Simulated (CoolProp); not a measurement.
The numbers come from the reference Helmholtz-energy equation of state, Zhou 2012 in CoolProp.

Q: For m-xylene, give the phase and the density (kg/m³), cp (kJ/(kg K)), Prandtl number, fugacity coefficient at 147.05 °C and 78.3 bar; 252.15 °C and 78.3 bar.

A: 
- 147.05 °C and 78.3 bar: liquid; density 760, cp 2.12, Prandtl number 4.64, fugacity coefficient 0.0207
- 252.15 °C and 78.3 bar: liquid; density 651, cp 2.52, Prandtl number 3.55, fugacity coefficient 0.139

Viscosity comes from a separate model (Cao 2016). Thermal conductivity comes from a separate model (Mylona 2014).
